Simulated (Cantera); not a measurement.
Input (Python, Cantera) and output of one run.

```python
import numpy as np
import cantera as ct

gas_names = """
    C CO CO2 C2 C2O C3 C3O2 C4 C5 Mg MgO Mg2 O O2 O3
""".split()
cond_names = """
    C(gr) Mg(cr) Mg(L) MgCO3(s) MgO(s) MgO(L)
""".split()


# ... load() reads the species with a 1 bar reference pressure and builds the phases ...
atoms = {
    'MgO': {'Mg': 1, 'O': 1},
    'CO': {'C': 1, 'O': 1},
}
top_T = {'C(gr)': 4500}  # K; cautious upper limits of use, not melting points


# ... equilibrate(T, P, feed) seeds the gas with the atoms and calls Mixture.equilibrate('TP', solver="vcs", rtol=1e-11, max_steps=5000) ...
results = []
feed = {'MgO': 1, 'CO': 5.2}  # mol
P = 13332.2  # Pa
for T in [1423, 1473, 1523, 1573, 1623, 1673, 1723, 1773, 1823]:
    mix = equilibrate(T, P, feed)
    results.append((T, P, feed, dict(zip(mix.species_names, mix.species_moles))))
    x = sorted(zip(gas.X, gas.species_names), reverse=True)
    print(f"T = {T:g} K  P = {P:g} Pa  gas = {mix.phase_moles(0):.4g} mol")
    print("   x: " + "  ".join(f"{s} {v:.3e}" for v, s in x if v > 0.001))
    print("   condensed (mol): " + ("  ".join(f"{mix.phase(i).name} {mix.phase_moles(i):.4g}"
          for i in range(1, mix.n_phases) if mix.phase_moles(i) > 1e-12) or "none"))
```

Result:

```
T = 1423 K  P = 13332.2 Pa  gas = 5.199 mol
   x: CO 9.998e-01
   condensed (mol): C(gr) 0.0009321  MgO(s) 1
T = 1473 K  P = 13332.2 Pa  gas = 5.2 mol
   x: CO 9.999e-01
   condensed (mol): C(gr) 0.0005177  MgO(s) 0.9999
T = 1523 K  P = 13332.2 Pa  gas = 5.2 mol
   x: CO 9.999e-01
   condensed (mol): C(gr) 1.478e-05  MgO(s) 0.9996
T = 1573 K  P = 13332.2 Pa  gas = 5.201 mol
   x: CO 9.997e-01
   condensed (mol): MgO(s) 0.9993
T = 1623 K  P = 13332.2 Pa  gas = 5.201 mol
   x: CO 9.996e-01
   condensed (mol): MgO(s) 0.9989
T = 1673 K  P = 13332.2 Pa  gas = 5.202 mol
   x: CO 9.993e-01
   condensed (mol): MgO(s) 0.9982
T = 1723 K  P = 13332.2 Pa  gas = 5.203 mol
   x: CO 9.989e-01
   condensed (mol): MgO(s) 0.9971
T = 1773 K  P = 13332.2 Pa  gas = 5.205 mol
   x: CO 9.982e-01
   condensed (mol): MgO(s) 0.9954
T = 1823 K  P = 13332.2 Pa  gas = 5.207 mol
   x: CO 9.973e-01  Mg 1.340e-03  CO2 1.340e-03
   condensed (mol): MgO(s) 0.993
```

Method: chemical equilibrium by Gibbs-energy minimisation in Cantera with the NASA 1993 tables (ideal gas, pure condensed phases).
